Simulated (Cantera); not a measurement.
# Equilibrium for sublimation and decomposition of ceramics: Al2O3 + H2

Feed: 1 mol Al2O3, 0.4 mol H2, equilibrated at 0.470 bar.

Cantera equilibrium calculation (NASA polynomials, part measured and part estimated; ideal gas, pure solids and liquids). Candidate condensed phases: Al, Al2O3, H2O; 19 gas species. The tables' values for AlOH are old estimates; treat these amounts as uncertain. Kinetics and transport are ignored.

```csv
T (K),x H2,x H,x H2O,x Al,x Al2O,x AlOH,n Al2O3(s),n Al2O3(l)
2250,0.987,0.0108,0.00109,0.000372,0.000217,7.15e-5,1.000,0
2275,0.986,0.0123,0.00131,0.000442,0.000266,8.72e-5,1.000,0
2300,0.983,0.0140,0.00156,0.000522,0.000323,0.000106,1.000,0
2325,0.981,0.0159,0.00186,0.000614,0.000392,0.000128,1.000,0
2350,0.978,0.0180,0.00217,0.000716,0.000460,0.000150,0,1.000
2375,0.976,0.0203,0.00252,0.000831,0.000537,0.000176,0,1.000
2400,0.972,0.0229,0.00292,0.000962,0.000624,0.000205,0,0.999
2425,0.969,0.0257,0.00336,0.00111,0.000722,0.000238,0,0.999
2450,0.965,0.0288,0.00386,0.00127,0.000833,0.000276,0,0.999
2475,0.960,0.0322,0.00442,0.00146,0.000957,0.000318,0,0.999
```
x: gas mole fraction; n: condensed amount in mol.

From 2250 K to 2325 K the condensed part is Al2O3(s). From 2350 K to 2475 K the condensed part is Al2O3(l). The main Al-bearing gas is Al2O throughout.
